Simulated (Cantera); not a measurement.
# Pyrogenic steam for wet oxidation

An isothermal, constant-pressure homogeneous reactor starts with H₂ : O₂ : N₂ = 0.33 : 1 : 3.2 (molar parts), equivalence ratio 0.17, at 1373 K and 100.0 Torr.

Detailed kinetics in Cantera: GRI-Mech 3.0 (53 species, 325 reactions). The temperature is held fixed by assumption; the heat of reaction is taken as removed at once.

```json
[
 {"t (s)": "2.00e-5", "x H₂": "0.0728", "x O₂": "0.221", "x NO₂": "<1e-12", "x O": "3.51e-8", "x NO": "<1e-12"},
 {"t (s)": "0.000126", "x H₂": "0.0720", "x O₂": "0.220", "x NO₂": "<1e-12", "x O": "0.000214", "x NO": "6.09e-12"},
 {"t (s)": "0.000795", "x H₂": "0.00303", "x O₂": "0.182", "x NO₂": "4.08e-10", "x O": "0.0171", "x NO": "4.54e-6"},
 {"t (s)": "0.00501", "x H₂": "0.000307", "x O₂": "0.190", "x NO₂": "3.29e-9", "x O": "0.00154", "x NO": "6.90e-6"},
 {"t (s)": "0.0316", "x H₂": "9.53e-6", "x O₂": "0.191", "x NO₂": "1.27e-8", "x O": "4.84e-5", "x NO": "6.93e-6"},
 {"t (s)": "0.199", "x H₂": "7.05e-7", "x O₂": "0.191", "x NO₂": "1.12e-8", "x O": "3.69e-6", "x NO": "6.94e-6"},
 {"t (s)": "1.26", "x H₂": "1.54e-7", "x O₂": "0.191", "x NO₂": "1.86e-8", "x O": "8.09e-7", "x NO": "6.93e-6"},
 {"t (s)": "7.93", "x H₂": "1.41e-7", "x O₂": "0.191", "x NO₂": "1.97e-8", "x O": "7.43e-7", "x NO": "6.93e-6"},
 {"t (s)": "50.0", "x H₂": "1.41e-7", "x O₂": "0.191", "x NO₂": "1.97e-8", "x O": "7.43e-7", "x NO": "6.94e-6"}
]
```
x: mole fraction; the columns are a selection and need not sum to one.

Equilibrium at this temperature and pressure: H₂ 1.41e-7, O₂ 0.191, NO₂ 1.63e-6, O 7.42e-7, NO 0.000574 (gas phase only).
